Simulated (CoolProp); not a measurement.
Hydrogen chloride along the isotherm 290.15 °C: fugacity coefficient from the reference equation and from simpler models built on Tc = 51.5 °C, pc = 8.314 MPa, ω = 0.130; each cubic takes its own stable root.

Model: reference Helmholtz-energy equation of state, Thol 2018, in CoolProp.

```tsv
p (MPa)	phase	reference
4.16	gas	0.9706
8.31	gas	0.9441
12.5	supercritical	0.9200
16.6	supercritical	0.8989
20.8	supercritical	0.8797
24.9	supercritical	0.8632
29.1	supercritical	0.8483
33.3	supercritical	0.8354
37.4	supercritical	0.8244
41.6	supercritical	0.8148
```

Q: How far does each simpler model (van der Waals, Redlich-Kwong, Soave-Redlich-Kwong) lie from the reference over these 10 states: mean and median of the absolute difference, and the worst?

A: 
- van der Waals: mean 3.4 %, median 3.7 %, worst -5.6 % at 290.15 °C and 41.6 MPa
- Redlich-Kwong: mean 0.3 %, median 0.2 %, worst +0.6 % at 290.15 °C and 41.6 MPa
- Soave-Redlich-Kwong: mean 6.1 %, median 6.1 %, worst +10.8 % at 290.15 °C and 41.6 MPa
